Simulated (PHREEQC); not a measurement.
## Alkaline etch or developer (model solution)

Dissolve 0.02 mol/kgw NH3 and 0.0025 mol/kgw CO2 at 20 °C. Closed to the air; pH follows from the charge balance.

All values are PHREEQC results (ion-association model, phreeqc.dat), not measurements.

| Property | Value |
|---|---|
| pH | 10.10 |
| ionic strength | 0.00456 mol/kgw |
| specific conductance | 410 µS/cm |
| total alkalinity | 20.0 meq/kg |

| species | molality | activity | log γ |
|---|---|---|---|
| NH3 | 0.0164 | 0.0164 | 0.000 |
| NH4+ | 0.00357 | 0.00332 | -0.032 |
| HCO3- | 0.00152 | 0.00141 | -0.030 |
| CO3-2 | 0.000983 | 0.000742 | -0.122 |
| OH- | 9.17e-5 | 8.53e-5 | -0.032 |
| CO2 | 2.73e-7 | 2.74e-7 | 0.000 |

No solid was allowed to form. Complexes and solids missing from the database can't appear.
